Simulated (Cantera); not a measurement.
Charge: 1 mol CCl₄, 0.44 mol CH₄, 0.067 mol H₂, held at 31.0 mbar.

These are equilibrium values from Cantera (NASA tables, ideal gas, pure condensed phases), not measurements of a reactor. Candidate condensed phases: C, C₆H₆, C₇H₈, C₈H₁₈; 91 gas species. Kinetics and transport are ignored.

x: gas mole fraction; n: condensed amount in mol.

```
T (K)   x Cl  x HCl    x Cl₂  x H  n C(graphite)
-----  -----  -----  -------  ---  -------------
1800   0.439  0.502   0.0597  [?]           1.44
1850   0.464  0.494   0.0423  [?]           1.44
1900   0.483  0.487   0.0297  [?]           1.44
1950   0.496  0.483   0.0207  [?]           1.44
2000   0.505  0.480   0.0145  [?]           1.44
2050   0.512  0.478   0.0103  [?]           1.44
2100   0.516  0.476  0.00732  [?]           1.44
2150   0.519  0.475  0.00528  [?]           1.44
2200   0.522  0.473  0.00385  [?]           1.44
2250   0.524  0.471  0.00285  [?]           1.44
```

**Question.** Complete the blanks.

**Answer.** 
- 1800, x H: 3.62e-6
- 1850, x H: 7.56e-6
- 1900, x H: 1.55e-5
- 1950, x H: 3.10e-5
- 2000, x H: 6.04e-5
- 2050, x H: 0.000115
- 2100, x H: 0.000213
- 2150, x H: 0.000384
- 2200, x H: 0.000675
- 2250, x H: 0.00116
